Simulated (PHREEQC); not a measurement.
A column of 0.1 m (30 cells, dispersivity 0.008 m, 300 s a shift, diffusion coefficient 3e-10 m²/s) holds 0.065 eq of the database's cation exchanger X per kg of pore water, first in equilibrium with 0.097 mol MgCl2, 0.0004 mol Na2SO4 and 1e-05 mol HCl per kg of water. It is flushed with 41 mmol/kgw MgSO4 and 0.01 mmol/kgw HCl, at 15 °C. Values are for the last cell. No CO2 enters from the air. Nothing may precipitate in this run.

All values are PHREEQC results (ion-association model, phreeqc.dat), not measurements.

| pore volumes | Cl in solution (mol/kgw) | Na in solution (mol/kgw) | S in solution (mol/kgw) |
|---|---|---|---|
| 0 | 0.194 | 0.000800 | 0.000400 |
| 0.4167 | 0.191 | 0.000792 | 0.00104 |
| 0.95 | 0.0925 | 0.000449 | 0.0217 |
| 1.35 | 0.0323 | 0.000198 | 0.0342 |
| 1.75 | 0.00954 | 7.82e-5 | 0.0390 |
| 2.283 | 0.00170 | 2.06e-5 | 0.0406 |
| 2.683 | 0.000454 | 7.23e-6 | 0.0409 |
| 3.083 | 0.000125 | 2.49e-6 | 0.0410 |
| 3.617 | 2.89e-5 | 5.89e-7 | 0.0410 |
| 4.017 | 1.48e-5 | 1.98e-7 | 0.0410 |
